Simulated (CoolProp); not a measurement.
Values from CoolProp's reference Helmholtz-energy equation of state, Zhou 2016.

Problem. Give the vapour pressure (kPa), liquid density (kg/m³), vapour density (kg/m³), liquid cp (kJ/(kg K)) of saturated R245ca at 294, 305.8 K.

Solution. 
```json
[
 {"T (K)": "294", "p (kPa)": "85.2", "liquid density (kg/m³)": "1400", "vapour density (kg/m³)": "4.84", "liquid cp (kJ/(kg K))": "1.37"},
 {"T (K)": "305.8", "p (kPa)": "134", "liquid density (kg/m³)": "1370", "vapour density (kg/m³)": "7.40", "liquid cp (kJ/(kg K))": "1.39"}
]
```
